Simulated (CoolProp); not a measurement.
Properties of ammonia along the isobar 1.01 bar (Tc = 132.4 °C, pc = 113.6 bar, ω = 0.256).

The numbers come from the reference Helmholtz-energy equation of state, Gao 2020 in CoolProp.

| T (°C) | phase | expansivity (1/kK) | fugacity coefficient |
|---|---|---|---|
| 122.15 | gas | 2.563 | 0.9964 |
| 132.35 | gas | 2.496 | 0.9967 |
| 142.55 | gas | 2.432 | 0.9970 |
| 152.75 | gas | 2.372 | 0.9972 |
| 162.95 | gas | 2.314 | 0.9975 |
| 173.05 | gas | 2.260 | 0.9977 |
| 183.25 | gas | 2.208 | 0.9979 |
| 193.45 | gas | 2.159 | 0.9980 |
| 203.65 | gas | 2.112 | 0.9982 |
| 213.85 | gas | 2.066 | 0.9983 |
| 224.05 | gas | 2.023 | 0.9984 |
